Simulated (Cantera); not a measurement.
A perfectly stirred reactor is fed with 9.07 % CH4, 19.1 % O2, 71.8 % N2, at 15.8 atm; it is adiabatic with a 575 K inlet, and is followed from long to short residence time, starting on the burning branch (τ in s: 0.092, 0.044, 0.021, 0.01, 0.005, 0.0024, 0.0011, 0.00055, 0.00027, 0.00013, 6.2e-05).

Cantera simulation using GRI-Mech 3.0 (53 species, 325 reactions); the numbers are that mechanism's predictions, not measurements. The pressure lies above the range GRI-Mech 3.0 was tuned for (to about 10 atm).

One state of this run: T (K) = 2367; x CH4 = 4.03e-5; x O2 = 0.0137; x NO = 0.000496; x CH3 = 2.14e-5; x N2O = 1.01e-6. x: mole fraction; the columns are a selection and need not sum to one.

**Question.** Which value of τ (s) does it belong to?
A) 6.2e-5
B) 0.021
C) 0.00055
D) 0.092

**Answer.** C, 0.00055
